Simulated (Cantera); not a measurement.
An isothermal, constant-pressure homogeneous reactor starts with H₂ : O₂ = 0.016 : 1 (molar parts), equivalence ratio 0.0080, at 1100 K and 1400 Pa.

Computed with Cantera and the H2/O2 subset of GRI-Mech 3.0, which has no nitrogen chemistry. Radical loss at walls, strong at low pressure, is not modelled.

One state of this run: x H₂ = 0.000108; x O₂ = 0.973; x HO₂ = 2.09e-6; x O = 0.0104; x OH = 0.000830; x H = 0.00105. x: mole fraction; the columns are a selection and need not sum to one.

Problem. Which value of t (s) does it belong to?
(A) 0.000163
(B) 0.0888
(C) 0.0184
(D) 0.00381

Solution. C, 0.0184
